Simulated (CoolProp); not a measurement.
A Linde-Hampson liquefier for CF4 (R14): isothermal reversible compression at 320 K from 1 atm to 5 MPa, throttling to 1 atm, return gas leaving the recuperator 2 K below the feed. Each further row changes one setting.

The numbers come from the reference Helmholtz-energy equation of state, Platzer 1990 in CoolProp. This equation is an older, rougher fit; its heat capacities, sound speeds and derivatives of the liquid may be far off and weren't checked against measurements.

| case | liquid yield per pass | compression work (kJ/kg of gas) |
|---|---|---|
| as stated | ? | 114 |
| high pressure 10 MPa | ? | ? |
| warm-end temperature 350 K | ? | ? |
| warm-end gap 7 K | ? | 114 |

Question: Some entries are withheld; supply them.

Answer: 
- as stated, liquid yield per pass: 0.066
- high pressure 10 MPa, liquid yield per pass: 0.139
- high pressure 10 MPa, compression work (kJ/kg of gas): 131
- warm-end temperature 350 K, liquid yield per pass: 0.049
- warm-end temperature 350 K, compression work (kJ/kg of gas): 126
- warm-end gap 7 K, liquid yield per pass: 0.052
